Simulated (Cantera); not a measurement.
An isothermal, constant-pressure homogeneous reactor starts with CO : O₂ : H₂O : N₂ = 0.0025 : 0.013 : 0.00049 : 1 (molar parts), at 1148 K and 51000 Pa.

Detailed kinetics in Cantera: GRI-Mech 3.0 (53 species, 325 reactions).

x: mole fraction; the columns are a selection and need not sum to one.

| t (s) | x CO | x O₂ | x H₂O | x NO | x OH |
|---|---|---|---|---|---|
| 0.000100 | 0.00246 | 0.0128 | 0.000482 | <1e-12 | <1e-12 |
| 0.000301 | 0.00246 | 0.0128 | 0.000482 | <1e-12 | <1e-12 |
| 0.000903 | 0.00246 | 0.0128 | 0.000482 | <1e-12 | 5.86e-12 |
| 0.00271 | 0.00246 | 0.0128 | 0.000482 | <1e-12 | 4.29e-11 |
| 0.00816 | 0.00246 | 0.0128 | 0.000482 | <1e-12 | 3.69e-10 |
| 0.0245 | 0.00246 | 0.0128 | 0.000482 | <1e-12 | [?] |
| 0.0737 | 0.00170 | 0.0124 | 0.000467 | 9.08e-9 | 1.15e-5 |
| 0.221 | 0.000322 | 0.0117 | 0.000478 | 5.23e-8 | 5.46e-6 |
| 0.665 | 4.15e-5 | 0.0116 | 0.000482 | 7.56e-8 | 2.14e-6 |
| 2.00 | [?] | 0.0116 | 0.000482 | [?] | [?] |

### Question
What belongs in the gaps?

### Answer

- 0.0245, x OH: 1.76e-8
- 2.00, x CO: 4.01e-6
- 2.00, x NO: 8.40e-8
- 2.00, x OH: 8.02e-7
